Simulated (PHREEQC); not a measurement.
A solution holds 0.097 mol/kgw CdCl2 and 0.0003 mol/kgw ZnCl2, at 25 °C. Closed to the air; pH follows from the charge balance.

The numbers come from PHREEQC with the ion-association model, phreeqc.dat.

This is a speciation only: nothing precipitates in the calculation.

Order these Cl species by the share of Cl that they hold, largest first: CdCl3-, CdCl2, Cl-, CdCl+.

Cl- (51 %), CdCl+ (32 %), CdCl2 (15 %), CdCl3- (1.4 %)

Order these Zn species by the share of Zn that they hold, largest first: Zn+2, ZnCl+, ZnCl2.

Zn+2 (91 %), ZnCl+ (8.6 %), ZnCl2 (0.50 %)

The pH is 5.39 and the ionic strength 0.120 mol/kgw. Species that the database lacks are ignored.
